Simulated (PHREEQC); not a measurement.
Dissolve 0.0021 mol HF, 0.00065 mol NH4F, 2.2e-05 mol H4SiO4 and 0.0019 mol HCl per kg of water at 20 °C. Closed to the air; pH follows from the charge balance.

Model: ion-association model, phreeqc.dat, run in PHREEQC.

This is a speciation only: nothing precipitates in the calculation.

Question: Order these F species by the share of F that they hold, largest first: SiF6-2, F-, HF2-, HF.

Answer: HF (68 %), F- (27 %), SiF6-2 (4.0 %), HF2- (0.38 %)

The pH is 2.71 and the ionic strength 0.00271 mol/kgw. Species that the database lacks are ignored. SiF6-2 is the database's only silicon fluoride.
